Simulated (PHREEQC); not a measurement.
Solution (25 °C): 0.2 mol NaHSO4, 0.0005 mol NaF and 0.00012 mol NaCl per kg of water. Closed to the air; pH follows from the charge balance.

Model: ion-association model, phreeqc.dat, run in PHREEQC.

```json
{
 "pH": "1.22",
 "ionic_strength": "0.326 mol/kgw",
 "activity_of_water": "0.992",
 "specific_conductance": "37700 µS/cm",
 "density": "1.015 g/cm³",
 "total_alkalinity": "-200 meq/kg"
}
```

```csv
species,molality,activity,log γ
Na+,0.186,0.135,-0.138
HSO4-,0.122,0.0896,-0.135
H+,0.0771,0.0601,-0.108
SO4-2,0.0631,0.0153,-0.614
NaSO4-,0.0145,0.0104,-0.145
HF,0.000491,0.000529,0.033
```

This is a speciation only: nothing precipitates in the calculation.
